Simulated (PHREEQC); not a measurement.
1.1 g of hydrous ferric oxide (600 m²/g; 0.2 weak and 0.005 strong sites per Fe, Dzombak-Morel constants, diffuse double layer) in 1 kg of water with 0.3 mol/kgw of an inert sodium salt and 1.6e-05 mol/kgw CaCl2, 0.0013 mol/kgw NiCl2 and 0.00089 mol/kgw BaCl2, at 25 °C; the pH is set by adding NaOH or the inert anion's acid. Oxygen is held at 0.21 atm. No CO2 enters from the air. No solid was allowed to form.

The series has 13 steps of pH, from 4 to 10.

Model: ion-association model, wateq4f.dat, run in PHREEQC.

Near which pH is half of the Ni sorbed, and on which side is more sorbed?

Near pH 6.9, with more sorbed at higher pH.

Along this series the solution becomes supersaturated in solids that the run did not let form, among them Ni(OH)2.
